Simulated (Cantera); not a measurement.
Feed: 1 mol Si, 0.0038 mol O₂, 270 mol H₂, held at 1.20 Pa.

These are equilibrium values from Cantera (NASA tables, ideal gas, pure condensed phases), not measurements of a reactor. Candidate condensed phases: H₂O, Si, SiO₂; 18 gas species. The numbers say what is thermodynamically allowed, not how fast it happens.

### Question
At 1375 K, list the 4 most abundant gas species with their mole fractions, and the condensed phases.

### Answer
H₂ 0.999, H 0.000989, Si 3.42e-5, SiO 2.81e-5. Condensed: Si(s).
